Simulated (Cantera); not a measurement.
A perfectly stirred reactor is fed with 2.56 % CH4, 97.4 % N2, at 0.00730 atm; it is held at 1350 K, and followed from long to short residence time.

Detailed kinetics in Cantera: GRI-Mech 3.0 (53 species, 325 reactions). GRI-Mech 3.0 stops at C3 and has no aromatics, soot or wall deposition, so with more carbon than oxygen in the feed, carbon stays in small species such as C2H2 where larger ones or solid carbon would form. Radical loss at walls, strong at low pressure, is not modelled.

x: mole fraction; the columns are a selection and need not sum to one.

```tsv
τ (s)	x CH4	x H	x C2H2	x CH2	x C2H	x C2H6	x HCN
28	0.0242	1.58e-7	0.000457	1.64e-9	2.68e-11	?	1.11e-10
4.8	0.0256	7.53e-9	4.96e-6	3.57e-10	<1e-12	?	<1e-12
0.83	0.0256	1.12e-9	5.81e-9	1.56e-11	<1e-12	?	<1e-12
0.14	0.0256	9.25e-10	4.75e-12	<1e-12	<1e-12	5.41e-10	<1e-12
0.025	0.0256	9.07e-10	<1e-12	<1e-12	<1e-12	3.91e-12	<1e-12
0.0043	0.0256	8.38e-10	<1e-12	<1e-12	<1e-12	<1e-12	<1e-12
0.00074	0.0256	5.82e-10	<1e-12	<1e-12	<1e-12	<1e-12	<1e-12
0.00013	0.0256	2.13e-10	<1e-12	<1e-12	<1e-12	<1e-12	<1e-12
```

What belongs in the gaps?


- 28, x C2H6: 6.80e-6
- 4.8, x C2H6: 1.47e-6
- 0.83, x C2H6: 4.64e-8
